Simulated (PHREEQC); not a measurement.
## Metal-bearing waste water

Consider water at 25 °C with 0.0052 mol CuSO4, 0.018 mol HCl and 0.0065 mol Na2SO4 per kg of water. Closed to the air; pH follows from the charge balance.

Model: ion-association model, phreeqc.dat, run in PHREEQC.

No solid was allowed to form.

Question: What pH does the model give?

Answer: pH 1.92.

Question: In which forms is Cu present?

Answer: Cu+2 76 %, CuSO4 22 %, CuCl+ 1.8 % of the Cu.

Complexes and solids missing from the database can't appear.
